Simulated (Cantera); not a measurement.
Input: 1 mol SiCl₄, 0.0038 mol Cl₂, 21 mol N₂, equilibrated at 46000 Pa.

These are equilibrium values from Cantera (NASA tables, ideal gas, pure condensed phases), not measurements of a reactor. Candidate condensed phases: Si, Si₃N₄; 13 gas species. Rates play no part. All values below are at 1073 K.

Base state: N₂ 0.954, SiCl₄ 0.0454, Cl₂ 0.000163, Cl 2.02e-5 (mole fractions); condensed: gas only.

Problem. What changes in the equilibrium state with this change: SiCl₄ replaced by SiH₂Cl₂?

Solution. 
```json
[
 {"species": "N₂", "before": "0.954", "after": "0.918"},
 {"species": "HCl", "before": "0", "after": "0.0577"},
 {"species": "H₂", "before": "0", "after": "0.0160"},
 {"species": "SiCl₄", "before": "0.0454", "after": "0.00808"},
 {"species": "Cl₂", "before": "0.000163", "after": "<1e-9"},
 {"species": "SiHCl₃", "before": "0", "after": "2.75e-5"},
 {"species": "Si₃N₄(s), mol", "before": "0", "after": "0.273"}
]
```
N₂ is the only nitrogen source here; it is nearly inert below about 1500 K, so the nitride shown seldom forms there in practice. The tables' values for SiCl₃ are old estimates; treat these amounts as uncertain. Further candidate phases: NH₄Cl.
